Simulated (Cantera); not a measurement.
An isothermal, constant-pressure homogeneous reactor starts with NO : N2 = 1 : 3.2 (molar parts), at 1623 K and 52.5 Torr. Integrator tolerance rtol = 1e-08.

Cantera simulation using GRI-Mech 3.0 (53 species, 325 reactions); the numbers are that mechanism's predictions, not measurements.

What does this change do: temperature 1623 to 1723 K?


```json
[
 {"quantity": "x(NO) at 20.0 s", "before": "0.231 (gas-phase equilibrium 0.00170)", "after": "0.218 (gas-phase equilibrium 0.00251)"},
 {"quantity": "x(N2) at 20.0 s", "before": "0.765 (gas-phase equilibrium 0.880)", "after": "0.772 (gas-phase equilibrium 0.880)"},
 {"quantity": "x(NO2) at 20.0 s", "before": "3.36e-5 (gas-phase equilibrium 1.27e-6)", "after": "3.91e-5 (gas-phase equilibrium 1.48e-6)"},
 {"quantity": "x(O) at 20.0 s", "before": "5.55e-6 (gas-phase equilibrium 2.49e-5)", "after": "2.50e-5 (gas-phase equilibrium 7.42e-5)"},
 {"quantity": "x(O2) at 20.0 s", "before": "0.00327 (gas-phase equilibrium 0.118)", "after": "0.01000 (gas-phase equilibrium 0.118)"},
 {"quantity": "x(N2O) at 20.0 s", "before": "1.87e-5 (gas-phase equilibrium 2.82e-8)", "after": "1.75e-5 (gas-phase equilibrium 4.09e-8)"}
]
```

What does this change do: pressure from 52.5 Torr to 0.330 bar?


| quantity | before | after |
|---|---|---|
| x(NO) at 20.0 s | 0.231 (gas-phase equilibrium 0.00170) | 0.210 (gas-phase equilibrium 0.00170) |
| x(N2) at 20.0 s | 0.765 (gas-phase equilibrium 0.880) | 0.776 (gas-phase equilibrium 0.880) |
| x(NO2) at 20.0 s | 3.36e-5 (gas-phase equilibrium 1.27e-6) | 0.000122 (gas-phase equilibrium 2.77e-6) |
| x(O) at 20.0 s | 5.55e-6 (gas-phase equilibrium 2.49e-5) | 4.21e-6 (gas-phase equilibrium 1.15e-5) |
| x(O2) at 20.0 s | 0.00327 (gas-phase equilibrium 0.118) | 0.0138 (gas-phase equilibrium 0.118) |
| x(N2O) at 20.0 s | 1.87e-5 (gas-phase equilibrium 2.82e-8) | 1.58e-5 (gas-phase equilibrium 6.12e-8) |
